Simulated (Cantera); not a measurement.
# Thermodynamics of tantalum, niobium, vanadium and zirconium in process gases, feed Zr + H₂O + H₂ + N₂O

Charge: 1 mol Zr, a varied amount of H₂O, 30 mol H₂, 0.21 mol N₂O, at 2150 K and 0.133 bar.

Equilibrium computed with Cantera from the NASA thermochemical tables; the gas is ideal and each condensed phase is pure. Candidate condensed phases: H₂O, Zr, ZrN, ZrO₂; 28 gas species. Mutual solubility and eutectic melting of coexisting phases are not modelled. ZrN: taken at fixed stoichiometry. Condensed phases not in the tables: solid solutions among these carbides, nitrides and lower oxides, N, O or C dissolved in the metal. The numbers say what is thermodynamically allowed, not how fast it happens.

From 0.019 mol H₂O to 0.83 mol H₂O the condensed part is Zr(l) + ZrN(s) + ZrO₂(tetragonal). At 1.3 mol H₂O the condensed part is ZrN(s) + ZrO₂(tetragonal). From 2.1 mol H₂O to 3.4 mol H₂O the condensed part is ZrO₂(tetragonal).

```
n(H₂O) (mol)   x H₂    x H₂O     x H     x N₂     x OH     x ZrO       x O      x NO  n Zr(l)  n ZrN(s)  n ZrO₂(tetragonal)
------------  -----  -------  ------  -------  -------  --------  --------  --------  -------  --------  ------------------
0.019         0.989  3.57e-6  0.0115  4.75e-8  5.35e-9   5.03e-6  4.38e-11    <1e-12    0.465     0.420               0.114
0.031         0.989  3.57e-6  0.0115  4.75e-8  5.35e-9   5.03e-6  4.38e-11    <1e-12    0.459     0.420               0.120
0.049         0.989  3.57e-6  0.0115  4.75e-8  5.35e-9   5.03e-6  4.38e-11    <1e-12    0.450     0.420               0.129
0.079         0.989  3.57e-6  0.0115  4.75e-8  5.35e-9   5.03e-6  4.38e-11    <1e-12    0.435     0.420               0.144
0.13          0.989  3.57e-6  0.0115  4.75e-8  5.35e-9   5.03e-6  4.38e-11    <1e-12    0.410     0.420               0.170
0.2           0.989  3.57e-6  0.0115  4.75e-8  5.35e-9   5.03e-6  4.38e-11    <1e-12    0.375     0.420               0.205
0.32          0.989  3.57e-6  0.0115  4.75e-8  5.35e-9   5.03e-6  4.38e-11    <1e-12    0.315     0.420               0.265
0.52          0.989  3.57e-6  0.0115  4.75e-8  5.35e-9   5.03e-6  4.38e-11    <1e-12    0.215     0.420               0.365
0.83          0.989  3.57e-6  0.0115  4.75e-8  5.35e-9   5.03e-6  4.38e-11    <1e-12   0.0600     0.420               0.520
1.3           0.986  5.52e-5  0.0115  0.00276  8.30e-8   3.24e-7  6.80e-10  1.84e-10        0     0.246               0.754
2.1           0.973  0.00953  0.0114  0.00646  1.44e-5   1.85e-9   1.19e-7   4.94e-8        0         0                1.00
3.4           0.935   0.0476  0.0112  0.00621  7.34e-5  3.57e-10   6.18e-7   2.51e-7        0         0                1.00
```
x: gas mole fraction; n: condensed amount in mol.
